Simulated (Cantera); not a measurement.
What does this Cantera script print?

```python
import numpy as np
import cantera as ct

gas_names = """
    C CH CH2 CH3 CH2OH CH3O CH4 CH3OH CO CO2 COOH C2 C2H CHCO,ketyl C2H2,acetylene C2H2,vinylidene
    CH2CO,ketene C2H3,vinyl CH3CO,acetyl C2H4 C2H4O,ethylen CH3CHO,ethanal CH3COOH (HCOOH)2 C2H5 C2H6
    CH3OCH3 C2H5OH C2O C3 C3H3,propargyl C3H4,allene C3H4,propyne C3H4,cyclo- C3H5,allyl C3H6,propylene
    C3H6,cyclo- C3H6O C3H7,n-propyl C3H7,i-propyl C3H8 C3H8O,1propanol C3H8O,2propanol C3O2 C4 C4H2
    C4H4,1,3-cyclo- C4H6,butadiene C4H6,2-butyne C4H6,cyclo- C4H8,1-butene C4H8,cis2-buten
    C4H8,tr2-butene C4H8,isobutene C4H8,cyclo- (CH3COOH)2 C4H9,n-butyl C4H9,i-butyl C4H9,s-butyl
    C4H9,t-butyl C4H10,isobutane C4H10,n-butane C5 C5H6,1,3cyclo- C5H8,cyclo- C5H10,1-pentene
    C5H10,cyclo- C5H11,pentyl C5H11,t-pentyl C5H12,n-pentane C5H12,i-pentane CH3C(CH3)2CH3 C6H2
    C6H5,phenyl C6H5O,phenoxy C6H6 C6H5OH,phenol C6H10,cyclo- C6H12,1-hexene C6H12,cyclo- C6H13,n-hexyl
    C7H7,benzyl C7H8 C7H8O,cresol C7H14,1-heptene C7H15,n-heptyl C7H16,n-heptane C8H8,styrene
    C8H10,ethylbenz C8H16,1-octene C8H17,n-octyl C8H18,isooctane C8H18,n-octane C9H19,n-nonyl
    C10H8,naphthale C10H21,n-decyl C12H9,o-bipheny C12H10,bipheny Cu CuO Cu2 H HCO HO2 H2
    HCHO,formaldehy HCOOH H2O H2O2 O OH O2 O3
""".split()
cond_names = """
    C(gr) C6H6(L) C7H8(L) C8H18(L),n-octa Cu(cr) Cu(L) CuO(s) CuO2H2(s) Cu2O(s) Cu2O(L) H2O(s) H2O(L)
""".split()


def load(file, names, dense=False):
    # The tables refer to 1 bar. Condensed volumes are neglected.
    table = {s.name: s for s in ct.Species.list_from_file(file)}
    out = []
    for n in names:
        d = dict(table[n].input_data)
        d["thermo"] = dict(d["thermo"], **{"reference-pressure": 1e5})
        if dense:
            d["equation-of-state"] = {"model": "constant-volume", "density": "1e6 g/cm^3"}
        out.append(ct.Species.from_dict(d))
    return out


gas = ct.Solution(thermo="ideal-gas", species=load("nasa_gas.yaml", gas_names))
cond = {s.name: ct.Solution(thermo="fixed-stoichiometry", species=[s], name=s.name)
        for s in load("nasa_condensed.yaml", cond_names, dense=True)}
atoms = {
    'Cu': {'Cu': 1},
    'CO2': {'C': 1, 'O': 2},
    'H2': {'H': 2},
}
top_T = {'C(gr)': 4500, 'CuO(s)': 1390}  # K; cautious upper limits of use, not melting points


def equilibrate(T, P, feed):
    n = {}
    for name, mol in feed.items():
        for a, k in atoms[name].items():
            n[a] = n.get(a, 0.0) + k * mol
    gas.TPX = T, P, n
    mass = sum(n.values()) * gas.mean_molecular_weight
    gas.equilibrate("TP")
    valid = [c for c in cond.values() if c.min_temp <= T <= top_T.get(c.name, c.max_temp)]
    mix = ct.Mixture([(gas, mass / gas.mean_molecular_weight)] + [(c, 0.0) for c in valid])
    mix.T, mix.P = T, P
    mix.equilibrate("TP", solver="vcs", rtol=1e-11, max_steps=5000)
    return mix


results = []
feed = {'Cu': 1, 'CO2': 0.29, 'H2': 11}  # mol
P = 1500000  # Pa
for T in [1175, 1225, 1275, 1325, 1375, 1425, 1475, 1525, 1575, 1625]:
    mix = equilibrate(T, P, feed)
    results.append((T, P, feed, dict(zip(mix.species_names, mix.species_moles))))

top = {s: max(r[3][s] / sum(r[3][g] for g in gas_names) for r in results) for s in gas_names}
cols = sorted((s for s in top if top[s] > 0.001), key=lambda s: -top[s])[:8]
seen = [c for c in cond_names if any(r[3].get(c, 0) > 1e-12 for r in results)]
print("log10 of partial pressures in bar; condensed amounts in mol")
print(f"{'T/K':>10s}" + "".join(f"{s[:9]:>10s}" for s in cols + seen))
for T, P, feed, n in results:
    ng = sum(n[g] for g in gas_names)
    print(f"{T:10.4g}" + "".join(f"{np.log10(max(n[s] / ng * P / 1e5, 1e-99)):10.3f}" for s in cols)
          + "".join(f"{n.get(c, 0):10.4g}" for c in seen))
```

It prints:

```
log10 of partial pressures in bar; condensed amounts in mol
       T/K        H2       H2O        CO       CH4    Cu(cr)     Cu(L)
      1175     1.144    -0.166    -0.962    -0.543         1         0
      1225     1.146    -0.220    -0.746    -0.675         1         0
      1275     1.149    -0.278    -0.609    -0.852         1         0
      1325     1.150    -0.327    -0.526    -1.063         1         0
      1375     1.152    -0.363    -0.478    -1.300         0         1
      1425     1.152    -0.387    -0.451    -1.549         0         1
      1475     1.153    -0.400    -0.436    -1.800         0         1
      1525     1.153    -0.408    -0.428    -2.045         0         1
      1575     1.153    -0.412    -0.424    -2.282         0         1
      1625     1.153    -0.414    -0.421    -2.506         0         1
```

These are equilibrium values from Cantera (NASA tables, ideal gas, pure condensed phases), not measurements of a reactor.
